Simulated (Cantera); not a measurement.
Feed: 1 mol CH₃Cl, equilibrated at 3.80 Pa.

Equilibrium computed with Cantera from the NASA thermochemical tables; the gas is ideal and each condensed phase is pure. Candidate condensed phases: C, C₆H₆, C₇H₈, C₈H₁₈; 91 gas species. Equilibrium is a limit: real reactors are often held back by kinetics, nucleation or transport. All values below are at 1877 °C.

Base state: H 0.359, H₂ 0.275, HCl 0.187, Cl 0.179, C₂H₂ (acetylene) 0.000533, C₃ 2.25e-5, C₂H 2.09e-5, C 1.62e-5 (mole fractions); condensed: C(graphite).

Task: What changes in the equilibrium state with this change: pressure from 3.80 Pa to 68.0 Pa?

Result: 
```csv
species,before,after
H₂,0.275,0.436
HCl,0.187,0.387
H,0.359,0.107
Cl,0.179,0.0693
C,1.62e-5,9.04e-7
C₃,2.25e-5,1.26e-6
C₂H,2.09e-5,6.22e-6
C₂H₂ (acetylene),0.000533,0.000845
"C(graphite), mol",0.997,0.996
```

Task: What changes in the equilibrium state with this change: pressure from 3.80 Pa to 1.00 bar?

Result: 
```csv
species,before,after
H₂,0.275,0.497
HCl,0.187,0.497
H,0.359,0.00297
Cl,0.179,0.00217
CH₄,<1e-9,7.26e-5
C₃,2.25e-5,<1e-9
C,1.62e-5,<1e-9
C₂H,2.09e-5,1.73e-7
"C(graphite), mol",0.997,0.996
```
